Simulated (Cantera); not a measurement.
A perfectly stirred reactor is fed with NH₃ : H₂ = 1 : 18 (molar parts), at 1330 Pa; it is held at 2423 K, and followed from long to short residence time.

Detailed kinetics in Cantera: the gas-phase N/H chemistry of the illustrative SiF4/NH3 mechanism in the Surface Chemkin manual (1991). Walls and surfaces, which speed up NH3 decomposition in real reactors, are not modelled.

### Question
Predict: x(NH₃) at τ = 12.0 s; x(H₂) at τ = 12.0 s; x(N) at τ = 12.0 s; x(H) at τ = 12.0 s; x(NH₃) at τ = 74.0 ms; x(H₂) at τ = 74.0 ms; x(N₂H₂) at τ = 74.0 ms; x(N) at τ = 74.0 ms; x(H) at τ = 74.0 ms.

### Answer
- x(NH₃) at τ = 12.0 s = 6.15e-6
- x(H₂) at τ = 12.0 s = 0.844
- x(N) at τ = 12.0 s = 5.15e-5
- x(H) at τ = 12.0 s = 0.133
- x(NH₃) at τ = 74.0 ms = 0.0229
- x(H₂) at τ = 74.0 ms = 0.956
- x(N₂H₂) at τ = 74.0 ms = 5.91e-7
- x(N) at τ = 74.0 ms = 1.75e-5
- x(H) at τ = 74.0 ms = 0.00685
